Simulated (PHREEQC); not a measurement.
0.16 g of hydrous ferric oxide (600 m²/g; 0.2 weak and 0.005 strong sites per Fe, Dzombak-Morel constants, diffuse double layer) in 1 kg of water with 0.001 mol/kgw of an inert sodium salt and 0.008 mmol/kgw MgCl2 and 0.25 mmol/kgw ZnSO4, at 25 °C; the pH is set by adding NaOH or the inert anion's acid. Oxygen is held at 0.21 atm. No CO2 enters from the air. Nothing may precipitate in this run.

Model: ion-association model, wateq4f.dat, run in PHREEQC.

```
pH     Mg sorbed (%)  S sorbed (%)  Zn sorbed (%)  surface charge σ (C/m²)  surface potential ψ (mV)
-----  -------------  ------------  -------------  -----------------------  ------------------------
3                0.0          68.1            0.0                    0.026                       110
3.67             0.0          67.7            0.0                    0.022                       108
4.33             0.0          63.8            0.2                    0.019                       104
5                0.0          54.0            1.7                    0.016                        96
5.67             0.0          39.2            4.7                    0.013                        85
6.33             0.0          25.0           17.4                    0.010                        74
7                0.2          18.9           45.6                    0.009                        72
7.67             0.4          13.0           64.1                    0.010                        75
8.33             0.9           4.6           70.7                    0.009                        72
9                6.2           0.5           70.4                    0.005                        48
9.67            53.1           0.0           68.3                    0.001                        12
10.33           95.5           0.0           66.3                   -0.003                       -26
11              99.8           0.0           64.2                   -0.011                       -67
```

Along this series the solution becomes supersaturated in solids that the run did not let form, among them Zn(OH)2-e, Zn4(OH)6SO4. Complexes and solids missing from the database can't appear. The oxide is taken as insoluble; below pH 4 it would dissolve.
